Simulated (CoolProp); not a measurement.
Nitrous oxide at 228.64 K and 0.589 MPa is throttled through a valve to 0.174 MPa with no heat exchange. Each further row changes one setting.

Computed with CoolProp (reference Helmholtz-energy equation of state, Lemmon 2006). It is a short technical equation, of lower accuracy than the large ones.

| case | temperature change (K) | final density (kg/m³) |
|---|---|---|
| as stated | -9.8 | 4.32 |
| outlet pressure 0.0522 MPa | -12.8 | 1.29 |
| outlet pressure 0.226 MPa | -8.5 | 5.62 |
